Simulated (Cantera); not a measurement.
C3H8 + CO2 (carbon deposition, reforming and gasification)

A closed system holds: 1 mol C3H8, 0.58 mol CO2, held at 101000 Pa.

These are equilibrium values from Cantera (NASA tables, ideal gas, pure condensed phases), not measurements of a reactor. Candidate condensed phases: C, C6H6, C7H8, C8H18, H2O; 131 gas species. Ions and electrons are included (thermal ionisation). Equilibrium is a limit: real reactors are often held back by kinetics, nucleation or transport.

From 1727 °C to 3227 °C the condensed part is C(graphite). From 3477 °C to 4727 °C nothing is condensed. The main C-bearing gas is CO at 1727 °C and C at 4727 °C.

```
T (°C)  log p H2  log p H  log p CO  log p C  log p C2H2 (acetylene)  log p C3  log p C2H  log p C2  n C(graphite)
------  --------  -------  --------  -------  ----------------------  --------  ---------  --------  -------------
1727       -0.11    -2.84     -0.64   -10.52                   -3.22    -10.56      -7.68    -11.63           2.41
1977       -0.11    -2.18     -0.64    -8.44                   -2.58     -8.19      -6.06     -9.24           2.39
2227       -0.12    -1.66     -0.65    -6.78                   -2.09     -6.30      -4.77     -7.34           2.33
2477       -0.15    -1.24     -0.66    -5.42                   -1.70     -4.77      -3.72     -5.79           2.20
2727       -0.20    -0.90     -0.67    -4.30                   -1.41     -3.51      -2.87     -4.50           1.95
2977       -0.29    -0.64     -0.70    -3.34                   -1.21     -2.44      -2.18     -3.41           1.47
3227       -0.46    -0.46     -0.75    -2.53                   -1.13     -1.53      -1.63     -2.49          0.229
3477       -0.63    -0.31     -0.81    -2.01                   -1.46     -1.32      -1.54     -2.06              0
3727       -0.84    -0.22     -0.86    -1.62                   -1.93     -1.31      -1.62     -1.81              0
3977       -1.10    -0.17     -0.91    -1.30                   -2.49     -1.40      -1.79     -1.65              0
4227       -1.38    -0.15     -0.94    -1.06                   -3.10     -1.58      -2.04     -1.58              0
4477       -1.66    -0.15     -0.96    -0.89                   -3.76     -1.88      -2.36     -1.61              0
4727       -1.92    -0.15     -0.98    -0.78                   -4.47     -2.31      -2.76     -1.74              0
```
log p: log10 of the partial pressure in bar; n: condensed amount in mol.
